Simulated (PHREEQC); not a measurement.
Make-up at 25 °C: 0.0014 mol/kgw Cu(BF4)2, 0.00021 mol/kgw HCl and 0.037 mol/kgw KCl. Closed to the air; pH follows from the charge balance.

Model: ion-association model, wateq4f.dat, run in PHREEQC.

```tsv
quantity	before	after
pH	2.99	4.13
ionic strength (mol/kgw)	0.0422	0.000487
HF (mol/kgw)	0.00237	1.09e-5
F- (mol/kgw)	0.00191	0.000101
Cu+2 (mol/kgw)	0.00131	1.40e-5
H3BO3 (mol/kgw)	0.000970	2.80e-5
SI of CuF2:2H2O (CuF2:2H2O)	-4.24	-8.36
SI of Tenorite (CuO)	-4.82	-4.25
```

Q: What was changed between the two runs?
(A) KCl from 0.037 to 0.0074 mol/kgw
(B) HCl left out
(C) diluted 100-fold with water
(D) KCl left out

A: C, diluted 100-fold with water

No solid was allowed to form. Real BF4- forms and hydrolyses slowly; the run takes it at equilibrium.
